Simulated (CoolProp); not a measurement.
Aqueous sodium chloride as a coolant, 14 % by mass, freezing at -9.9 °C, 1 atm.

The numbers come from the Melinder's fits for secondary coolants in CoolProp.

```tsv
T (°C)	conductivity (W/(m K))	Prandtl number	viscosity (mPa s)	density (kg/m³)
-5.3	0.545	17.6	2.71	1110
5.6	0.562	12.1	1.91	1106
16.6	0.579	8.75	1.42	1102
27.5	0.597	6.65	1.10	1098
38.5	0.614	5.30	0.903	1092
```
